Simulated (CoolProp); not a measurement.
Aqueous potassium carbonate as a coolant, 27 % by mass, freezing at -14.9 °C, 1 atm.

Computed with CoolProp (Melinder's fits for secondary coolants).

```
T (°C)  Prandtl number  cp (kJ/(kg K))  density (kg/m³)  viscosity (mPa s)
------  --------------  --------------  ---------------  -----------------
-12               31.4           3.006             1278               5.43
-5.8              25.0           3.015             1276               4.39
0.3               20.4           3.024             1274               3.64
6.5               16.9           3.034             1271               3.07
12.7              14.3           3.043             1269               2.63
18.8              12.3           3.052             1266               2.29
25                10.6           3.062             1263               2.01
31.2              9.26           3.072             1259               1.78
```
